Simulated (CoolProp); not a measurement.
500 sccm (0 °C, 1 atm) of nitrogen bubbles through liquid octamethyltrisiloxane (MDM) at 361 K and leaves saturated at a total pressure of 0.15 MPa (ideal gas phase). Each further row changes one setting.

Values from CoolProp's reference Helmholtz-energy equation of state, Thol 2017.

```
case                    vapour pressure (kPa)  mole fraction of vapour  delivery (mg/min)  delivery (sccm)  change of delivery for a bath 1 K warmer (%)
----------------------  ---------------------  -----------------------  -----------------  ---------------  --------------------------------------------
as stated                                12.5                   0.0836                481                ?                                           4.4
bath temperature 366 K                      ?                        ?                  ?             56.6                                           4.4
total pressure 0.3 MPa                   12.5                   0.0418                  ?                ?                                             ?
```

Fill in the missing entries.


- as stated, delivery (sccm): 45.6
- bath temperature 366 K, vapour pressure (kPa): 15.3
- bath temperature 366 K, mole fraction of vapour: 0.102
- bath temperature 366 K, delivery (mg/min): 597
- total pressure 0.3 MPa, delivery (mg/min): 230
- total pressure 0.3 MPa, delivery (sccm): 21.8
- total pressure 0.3 MPa, change of delivery for a bath 1 K warmer (%): 4.2
